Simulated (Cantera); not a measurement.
A perfectly stirred reactor is fed with CH4 : CO2 : H2 = 1 : 2.7 : 0.051 (molar parts), at 0.266 atm; it is held at 1348 K, and followed from long to short residence time.

Cantera simulation using GRI-Mech 3.0 (53 species, 325 reactions); the numbers are that mechanism's predictions, not measurements.

### Question
Predict: x(CH4) at τ = 5.00 s; x(CO2) at τ = 5.00 s; x(H2) at τ = 5.00 s; x(C2H2) at τ = 5.00 s; x(OH) at τ = 5.00 s; x(CH4) at τ = 38.0 ms; x(CO2) at τ = 38.0 ms; x(H2) at τ = 38.0 ms; x(C2H2) at τ = 38.0 ms.

### Answer
```json
{
  "x(CH4) at τ = 5.00 s": "0.243",
  "x(CO2) at τ = 5.00 s": "0.692",
  "x(H2) at τ = 5.00 s": "0.0255",
  "x(C2H2) at τ = 5.00 s": "0.00813",
  "x(OH) at τ = 5.00 s": "3.15e-9",
  "x(CH4) at τ = 38.0 ms": "0.266",
  "x(CO2) at τ = 38.0 ms": "0.720",
  "x(H2) at τ = 38.0 ms": "0.0136",
  "x(C2H2) at τ = 38.0 ms": "4.20e-7"
}
```
